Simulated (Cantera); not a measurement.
## Adiabatic ignition

An adiabatic, constant-volume homogeneous reactor starts with CO : H2 : CH4 : O2 : N2 = 1 : 0.09 : 0.044 : 1.2 : 7.68 (molar parts), equivalence ratio 0.53, at 1000 K and 29000 Pa.

Cantera simulation using GRI-Mech 3.0 (53 species, 325 reactions); the numbers are that mechanism's predictions, not measurements.

```csv
t (s),T (K),P (bar),x CO,x H2,x CH4,x OH,x N2O,x O2,x HO2
1.00e-6,1000,0.290,0.0999,0.00899,0.00439,<1e-12,<1e-12,0.120,<1e-12
2.68e-6,1000,0.290,0.0999,0.00899,0.00439,<1e-12,<1e-12,0.120,<1e-12
7.20e-6,1000,0.290,0.0999,0.00899,0.00439,1.02e-12,<1e-12,0.120,2.21e-12
1.93e-5,1000,0.290,0.0999,0.00899,0.00439,4.97e-12,<1e-12,0.120,6.37e-12
5.18e-5,1000,0.290,0.0999,0.00899,0.00439,1.97e-11,<1e-12,0.120,2.34e-11
0.000139,1000,0.290,0.0999,0.00899,0.00439,7.84e-11,<1e-12,0.120,1.50e-10
0.000373,1000,0.290,0.0999,0.00899,0.00439,4.90e-10,<1e-12,0.120,1.80e-9
0.00100,1000,0.290,0.0999,0.00899,0.00439,2.00e-8,<1e-12,0.120,9.70e-8
0.00268,1113,0.322,0.0957,0.00714,0.00163,0.000508,3.00e-9,0.111,2.61e-5
0.00720,2053,0.568,0.0109,0.000374,<1e-12,0.00287,3.65e-7,0.0628,1.17e-6
0.0193,2150,0.591,0.00356,0.000115,<1e-12,0.00173,2.98e-7,0.0605,7.35e-7
0.0518,2161,0.594,0.00263,8.51e-5,<1e-12,0.00150,2.53e-7,0.0601,7.51e-7
0.139,2159,0.593,0.00260,8.42e-5,<1e-12,0.00149,2.52e-7,0.0597,7.43e-7
0.373,2155,0.592,0.00255,8.28e-5,<1e-12,0.00146,2.52e-7,0.0589,7.26e-7
1.00,2150,0.591,0.00248,8.10e-5,<1e-12,0.00142,2.55e-7,0.0579,7.03e-7
```
x: mole fraction; the columns are a selection and need not sum to one.

```yaml
time_of_steepest_temperature_rise: 2.77 ms
temperature at 1.00 s: 2150 K
equilibrium_temperature: 2148 K
x(CO) at 1.00 s: 0.00248 (gas-phase equilibrium 0.00245)
x(H2) at 1.00 s: 8.10e-5 (gas-phase equilibrium 8.02e-5)
x(CH4) at 1.00 s: <1e-12 (gas-phase equilibrium <1e-12)
```
